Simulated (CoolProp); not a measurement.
Chloromethane (R40) at 293.15 K and 3.3 MPa is throttled through a valve to 1.48 MPa with no heat exchange. Each further row changes one setting.

Model: reference Helmholtz-energy equation of state, Thol 2014, in CoolProp.

```tsv
case	temperature change (K)	final phase	final density (kg/m³)
as stated	(withheld)	liquid	(withheld)
outlet pressure 0.444 MPa	-3.7	(withheld)	(withheld)
outlet pressure 1.92 MPa	(withheld)	liquid	924
```

### Question
Fill in the missing entries.

### Answer

- as stated, temperature change (K): +0.5
- as stated, final density (kg/m³): 923
- outlet pressure 0.444 MPa, final phase: two-phase, vapour fraction 0.019
- outlet pressure 0.444 MPa, final density (kg/m³): 348
- outlet pressure 1.92 MPa, temperature change (K): +0.3
